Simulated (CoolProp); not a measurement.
n-perfluorohexane along the isotherm 176.85 °C: density (kg/m³) from the reference equation and from simpler models built on Tc = 174.9 °C, pc = 1.742 MPa, ω = 0.497; each cubic takes its own stable root.

Computed with CoolProp (reference Helmholtz-energy equation of state, Gao 2022).

| p (MPa) | phase | reference |
|---|---|---|
| 0.544 | gas | 55.69 |
| 1.09 | gas | 134.1 |
| 1.63 | gas | 292.7 |
| 2.18 | supercritical | 957.8 |
| 2.72 | supercritical | 1040 |
| 3.27 | supercritical | 1088 |
| 3.81 | supercritical | 1121 |
| 4.35 | supercritical | 1147 |

How far does each simpler model (ideal gas, Redlich-Kwong, Soave-Redlich-Kwong) lie from the reference over these 8 states: mean and median of the absolute difference, and the worst?


- ideal gas: mean 56.5 %, median 67.5 %, worst -79.4 % at 176.85 °C and 2.18 MPa
- Redlich-Kwong: mean 13.3 %, median 17.4 %, worst -23.1 % at 176.85 °C and 2.18 MPa
- Soave-Redlich-Kwong: mean 13.8 %, median 17.7 %, worst -24.0 % at 176.85 °C and 2.18 MPa
